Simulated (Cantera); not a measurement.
Input: 1 mol borazine, 0.9 mol N2, held at 998.15 K and 750 Torr.

These are equilibrium values from Cantera (NASA tables, ideal gas, pure condensed phases), not measurements of a reactor. Candidate condensed phases: B, BN; 15 gas species. The feed counts by its element totals alone. Equilibrium is a limit: real reactors are often held back by kinetics, nucleation or transport.

Base state: H2 0.769, N2 0.231, NH3 0.000191 (mole fractions); condensed: BN(s).

Q: What changes in the equilibrium state with this change: borazine replaced by BF3?

A: 
```json
[
 {"species": "BF3", "before": "0", "after": "0.526"},
 {"species": "N2", "before": "0.231", "after": "0.474"},
 {"species": "H2", "before": "0.769", "after": "0"},
 {"species": "NH3", "before": "0.000191", "after": "0"},
 {"species": "BN(s), mol", "before": "3.00", "after": "0"}
]
```
